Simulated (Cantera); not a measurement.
Cantera run, input and output.

```python
import numpy as np
import cantera as ct

gas = ct.Solution("gri30.yaml")


def delay(T, t_max=10):
    gas.TPX = T, 98000, {'CO': 1, 'H2': 0.069, 'O2': 0.411, 'N2': 1.55}
    reactor = ct.IdealGasReactor(gas, clone=False)
    net = ct.ReactorNet([reactor])
    net.rtol, net.atol = 1e-8, 1e-16
    while net.time < t_max:
        t_old, T_old = net.time, reactor.T
        net.step()
        if reactor.T > T + 400:  # ignition: a rise of 400 K
            return t_old + (T + 400 - T_old) / (reactor.T - T_old) * (net.time - t_old)
    return np.nan


taus = []
for T in [1100, 1175, 1250, 1325, 1400, 1475, 1550, 1625, 1700]:
    taus.append(delay(T))
    print(f"T0 = {T:6g} K   tau = {taus[-1]:.4e} s")
```

It prints:

```
T0 =   1100 K   tau = 2.1418e-04 s
T0 =   1175 K   tau = 1.3602e-04 s
T0 =   1250 K   tau = 9.9394e-05 s
T0 =   1325 K   tau = 7.9227e-05 s
T0 =   1400 K   tau = 6.7193e-05 s
T0 =   1475 K   tau = 5.9836e-05 s
T0 =   1550 K   tau = 5.5542e-05 s
T0 =   1625 K   tau = 5.3489e-05 s
T0 =   1700 K   tau = 5.3184e-05 s
```

Detailed kinetics in Cantera: GRI-Mech 3.0 (53 species, 325 reactions). Where the delays flatten at high temperature, the 400 K rule measures the pace of heat release, not the induction time.
